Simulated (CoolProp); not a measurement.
Saturation properties of n-perfluoropentane.

Model: reference Helmholtz-energy equation of state, Gao 2022, in CoolProp.

```csv
T (K),p (MPa),enthalpy of vaporisation (kJ/kg),liquid cp (kJ/(kg K))
265.5,0.02067,100.8,0.9837
278.8,0.03889,97.30,?
292,0.06793,93.68,1.036
305.3,0.1123,89.79,1.062
318.5,0.1761,85.64,1.089
331.8,?,?,1.118
345,0.3847,76.14,1.149
358.3,0.5421,70.55,1.185
371.5,0.7422,64.20,1.231
```

Complete the blanks.


- 278.8, liquid cp (kJ/(kg K)): 1.010
- 331.8, p (MPa): 0.2654
- 331.8, enthalpy of vaporisation (kJ/kg): 81.10

It boils at 302.5 K under 1 atm.
